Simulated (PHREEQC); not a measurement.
Na2SO4 is added in steps, without added water, to 1 kg of water holding 2.2 mol/kgw Na2CO3 and 0.03 mol/kgw K2SO4, at 25 °C. No CO2 enters from the air. Solids allowed: Arcanite, Burkeite, Glaserite, Kalicinite, Mirabilite, Misenite, Nahcolite, Natron, Thenardite, Trona. Others were left out.

Base run: PHREEQC, Pitzer model, pitzer.dat. Each further column changes one thing. The table gives pH.

```json
[
 {"Na2SO4 added (mol)": "0", "base": "11.92", "diluted 5-fold with water": "11.56", "Na2CO3 replaced by KHCO3 at the same molality": "7.70"},
 {"Na2SO4 added (mol)": "0.165", "base": "11.92", "diluted 5-fold with water": "11.53", "Na2CO3 replaced by KHCO3 at the same molality": "7.66"},
 {"Na2SO4 added (mol)": "0.385", "base": "11.92", "diluted 5-fold with water": "11.50", "Na2CO3 replaced by KHCO3 at the same molality": "7.61"},
 {"Na2SO4 added (mol)": "0.55", "base": "11.91", "diluted 5-fold with water": "11.48", "Na2CO3 replaced by KHCO3 at the same molality": "7.57"},
 {"Na2SO4 added (mol)": "0.715", "base": "11.91", "diluted 5-fold with water": "11.47", "Na2CO3 replaced by KHCO3 at the same molality": "7.54"},
 {"Na2SO4 added (mol)": "0.935", "base": "11.91", "diluted 5-fold with water": "11.46", "Na2CO3 replaced by KHCO3 at the same molality": "7.53"},
 {"Na2SO4 added (mol)": "1.1", "base": "11.91", "diluted 5-fold with water": "11.45", "Na2CO3 replaced by KHCO3 at the same molality": "7.52"},
 {"Na2SO4 added (mol)": "1.265", "base": "11.91", "diluted 5-fold with water": "11.45", "Na2CO3 replaced by KHCO3 at the same molality": "7.51"},
 {"Na2SO4 added (mol)": "1.485", "base": "11.91", "diluted 5-fold with water": "11.44", "Na2CO3 replaced by KHCO3 at the same molality": "7.50"},
 {"Na2SO4 added (mol)": "1.65", "base": "11.91", "diluted 5-fold with water": "11.44", "Na2CO3 replaced by KHCO3 at the same molality": "7.48"},
 {"Na2SO4 added (mol)": "1.815", "base": "11.92", "diluted 5-fold with water": "11.44", "Na2CO3 replaced by KHCO3 at the same molality": "7.46"},
 {"Na2SO4 added (mol)": "2.035", "base": "11.94", "diluted 5-fold with water": "11.45", "Na2CO3 replaced by KHCO3 at the same molality": "7.44"},
 {"Na2SO4 added (mol)": "2.2", "base": "11.95", "diluted 5-fold with water": "11.47", "Na2CO3 replaced by KHCO3 at the same molality": "7.42"}
]
```

In brines, pH and single-ion activities rest on the MacInnes convention.
